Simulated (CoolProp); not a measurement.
The numbers come from the reference Helmholtz-energy equation of state, Lemmon 2004 in CoolProp. It is a short technical equation, of lower accuracy than the large ones.

Question: For n-dodecane, give the phase and the density (kg/m³), speed of sound (m/s), expansivity (1/kK), viscosity (µPa s) at 346.85 °C and 5.68 bar; 346.85 °C and 28.4 bar.

Answer: 
- 346.85 °C and 5.68 bar: gas; density 22.8, speed of sound 145, expansivity 3.17, viscosity 9.64
- 346.85 °C and 28.4 bar: liquid; density 457, speed of sound 306, expansivity 3.34, viscosity 73.9

Viscosity comes from a separate model (Huber 2004).
